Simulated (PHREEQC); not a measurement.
Make-up at 41 °C: 0.0021 mol/kgw TMAH, 6.6e-05 mol/kgw CO2 and 0.00032 mol/kgw (CH3)4NCl. Closed to the air; pH follows from the charge balance.

Model: ion-association model, phreeqc.dat, run in PHREEQC.

Each row changes one thing in this solution. No solid was allowed to form.

| case | pH | ionic strength (mol/kgw) | CO3-2 (mol/kgw) | HCO3- (mol/kgw) | CO2 (mol/kgw) |
|---|---|---|---|---|---|
| as made | 10.78 | 0.00247 | 5.35e-5 | 1.25e-5 | 3.89e-10 |
| 3.6e-05 mol/kgw NH4Br added | 10.77 | 0.00247 | ? | 1.26e-5 | 4.02e-10 |
| TMAH left out | 5.26 | 0.000326 | 6.61e-11 | 5.64e-6 | 6.04e-5 |
| temperature from 41 to 75 °C | 9.96 | ? | 2.98e-5 | 3.62e-5 | 7.79e-9 |
| diluted 5-fold with water | 10.10 | 0.000490 | ? | 7.25e-6 | 1.12e-9 |
| CO2 from 6.6e-05 to 5.94e-05 mol/kgw | 10.78 | 0.00247 | 4.82e-5 | ? | 3.46e-10 |
| temperature from 41 to 50 °C | 10.54 | 0.00247 | 4.82e-5 | 1.78e-5 | 9.47e-10 |
| CO2 from 6.6e-05 to 9.9e-05 mol/kgw | 10.76 | 0.00250 | 7.98e-5 | ? | 6.16e-10 |
| (CH3)4NCl from 0.00032 to 0.000288 mol/kgw | 10.78 | 0.00244 | 5.35e-5 | 1.25e-5 | 3.89e-10 |

Fill in the missing entries.


- 3.6e-05 mol/kgw NH4Br added, CO3-2 (mol/kgw): 5.34e-5
- temperature from 41 to 75 °C, ionic strength (mol/kgw): 0.00245
- diluted 5-fold with water, CO3-2 (mol/kgw): 5.95e-6
- CO2 from 6.6e-05 to 5.94e-05 mol/kgw, HCO3- (mol/kgw): 1.12e-5
- CO2 from 6.6e-05 to 9.9e-05 mol/kgw, HCO3- (mol/kgw): 1.92e-5

(CH3)4N+ isn't in the database: it is added as a free cation with an ion size of 4 Å. Away from 25 °C the constants follow the database's enthalpies or fits; those with neither stay at their 25 °C values.
